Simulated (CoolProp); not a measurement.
Vapour pressure (bar) of R143a: the reference equation beside estimates from Tc = 345.9 K, pc = 37.62 bar, ω = 0.261.

Values from CoolProp's reference Helmholtz-energy equation of state, Lemmon and Jacobsen 2000.

```tsv
T (K)	reference	van der Waals	Soave-Redlich-Kwong	Peng-Robinson
228.8	1.160	5.617	1.149	1.154
234.3	1.484	6.367	1.476	1.477
239.7	1.867	7.166	1.864	1.859
245.2	2.331	8.044	2.334	2.323
250.6	2.869	8.972	2.881	2.861
256.1	3.509	9.985	3.533	3.503
261.5	4.238	11.05	4.278	4.234
267	5.093	12.20	5.152	5.093
272.4	6.053	13.41	6.134	6.060
```

Absolute difference from the reference over all 9 rows, mean and median: van der Waals 229.0 and 212.7 %, Soave-Redlich-Kwong 0.7 and 0.7 %, Peng-Robinson 0.3 and 0.3 %.
